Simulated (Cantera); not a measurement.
**Equilibrium for iron carbonyl, mercury and lead vapours: Fe(CO)5 + N2**

A closed system holds: 1 mol Fe(CO)5, 1.6 mol N2, equilibrated at 0.0200 bar.

Equilibrium computed with Cantera from the NASA thermochemical tables; the gas is ideal and each condensed phase is pure. Candidate condensed phases: C, Fe, Fe(CO)5, FeO, Fe2O3, Fe3O4; 27 gas species. Condensed phases not in the tables: cementite and carbon dissolved in iron. Rates play no part.

From 875 K to 1175 K the condensed part is C(graphite) + Fe(α). At 1275 K the condensed part is C(graphite) + Fe(γ). From 1375 K to 1575 K the condensed part is Fe(γ).

| T (K) | x CO | x N2 | x CO2 | x Fe | x C2N2 | n C(graphite) | n Fe(α) | n Fe(γ) |
|---|---|---|---|---|---|---|---|---|
| 875 | 0.646 | 0.264 | 0.0898 | <1e-12 | <1e-12 | 0.544 | 1.00 | 0 |
| 975 | 0.744 | 0.245 | 0.0106 | <1e-12 | <1e-12 | 0.0695 | 1.00 | 0 |
| 1075 | 0.756 | 0.243 | 0.00155 | 2.26e-11 | <1e-12 | 0.0102 | 1.00 | 0 |
| 1175 | 0.757 | 0.242 | 0.000311 | 1.05e-9 | <1e-12 | 0.00205 | 1.00 | 0 |
| 1275 | 0.757 | 0.242 | 8.04e-5 | 2.64e-8 | 1.01e-11 | 0.000531 | 0 | 1.00 |
| 1375 | 0.758 | 0.242 | 2.55e-5 | 4.11e-7 | 8.60e-11 | 0 | 0 | 1.000 |
| 1475 | 0.758 | 0.242 | 9.54e-6 | 4.37e-6 | 5.49e-10 | 0 | 0 | 1.000 |
| 1575 | 0.758 | 0.242 | 4.06e-6 | 3.42e-5 | 2.77e-9 | 0 | 0 | 1.000 |
x: gas mole fraction; n: condensed amount in mol.
